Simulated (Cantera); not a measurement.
Feed: 1 mol CS2, a varied amount of H2, 6 mol N2, at 2998.15 K and 1000 Pa.

Method: chemical equilibrium by Gibbs-energy minimisation in Cantera with the NASA 1993 tables (ideal gas, pure condensed phases). Candidate condensed phases: C, C6H6, C7H8, C8H18, S; 100 gas species. Kinetics and transport are ignored.

x: gas mole fraction; nothing condenses.

| n(H2) (mol) | x N2 | x CS | x S | x H | x S2 | x H2 |
|---|---|---|---|---|---|---|
| 0.037 | 0.744 | 0.122 | 0.120 | 0.00899 | 0.00229 | ___ |
| 0.044 | 0.743 | 0.122 | 0.120 | 0.0107 | 0.00228 | ___ |
| 0.054 | 0.741 | 0.122 | 0.120 | 0.0130 | 0.00227 | ___ |
| 0.066 | 0.739 | 0.122 | 0.120 | 0.0158 | 0.00226 | ___ |
| 0.08 | 0.736 | 0.121 | 0.119 | 0.0191 | 0.00224 | ___ |
| 0.098 | 0.733 | 0.121 | 0.119 | 0.0232 | 0.00222 | ___ |
| 0.12 | 0.729 | 0.120 | 0.118 | 0.0281 | 0.00220 | ___ |
| 0.15 | 0.724 | 0.119 | 0.117 | 0.0348 | 0.00217 | ___ |
| 0.18 | 0.719 | 0.118 | 0.116 | 0.0412 | 0.00214 | ___ |
| 0.22 | 0.712 | 0.117 | 0.115 | 0.0496 | 0.00210 | ___ |
| 0.26 | 0.706 | 0.116 | 0.114 | 0.0577 | 0.00207 | ___ |

Problem. Some entries are withheld; supply them.

Solution. 
- 0.037, x H2: 3.28e-5
- 0.044, x H2: 4.61e-5
- 0.054, x H2: 6.88e-5
- 0.066, x H2: 0.000102
- 0.08, x H2: 0.000148
- 0.098, x H2: 0.000218
- 0.12, x H2: 0.000321
- 0.15, x H2: 0.000490
- 0.18, x H2: 0.000689
- 0.22, x H2: 0.000998
- 0.26, x H2: 0.00135
